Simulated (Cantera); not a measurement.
An isothermal, constant-pressure homogeneous reactor starts with CH4 : N2 = 1 : 4 (molar parts), at 1800 K and 30000 Pa.

Cantera simulation using GRI-Mech 3.0 (53 species, 325 reactions); the numbers are that mechanism's predictions, not measurements. GRI-Mech 3.0 stops at C3 and has no aromatics, soot or wall deposition, so with more carbon than oxygen in the feed, carbon stays in small species such as C2H2 where larger ones or solid carbon would form.

Question: Predict: x(CH4) at 2.00 s; x(CH2) at 2.00 s; x(CH3) at 2.00 s; x(C2H2) at 2.00 s; x(C2H) at 2.00 s; x(HCN) at 2.00 s.

Answer: 
| Property | Result |
|---|---|
| x(CH4) at 2.00 s | 0.000623 (gas-phase equilibrium 0.000412) |
| x(CH2) at 2.00 s | 2.46e-8 (gas-phase equilibrium 1.63e-8) |
| x(CH3) at 2.00 s | 1.66e-5 (gas-phase equilibrium 1.10e-5) |
| x(C2H2) at 2.00 s | 0.0829 (gas-phase equilibrium 0.0367) |
| x(C2H) at 2.00 s | 9.57e-7 (gas-phase equilibrium 4.23e-7) |
| x(HCN) at 2.00 s | 8.49e-6 (gas-phase equilibrium 0.0928) |
